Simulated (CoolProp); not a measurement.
Values from CoolProp's reference Helmholtz-energy equation of state, Platzer 1990. This equation is an older, rougher fit.

### Question
For CF4 (R14), give the phase and the cv (kJ/(kg K)), Joule-Thomson coefficient (K/MPa) at -78.45 °C and 0.101 MPa; -49.25 °C and 0.101 MPa.

### Answer
- -78.45 °C and 0.101 MPa: gas; cv 0.434, Joule-Thomson coefficient 14.8
- -49.25 °C and 0.101 MPa: gas; cv 0.482, Joule-Thomson coefficient 10.7
